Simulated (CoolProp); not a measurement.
The numbers come from the reference Helmholtz-energy equation of state, Lemmon 2003 in CoolProp. It is a pseudo-pure fit of the blend.

**Question.** For R410A, give the phase and the cv (kJ/(kg K)), Joule-Thomson coefficient (K/MPa), isothermal compressibility (1/MPa), fugacity coefficient at 361.6 K and 38100 kPa; 361.6 K and 49000 kPa.

**Answer.** 
- 361.6 K and 38100 kPa: supercritical; cv 0.956, Joule-Thomson coefficient -0.0489, isothermal compressibility 0.00444, fugacity coefficient 0.243
- 361.6 K and 49000 kPa: supercritical; cv 0.959, Joule-Thomson coefficient -0.140, isothermal compressibility 0.00332, fugacity coefficient 0.241
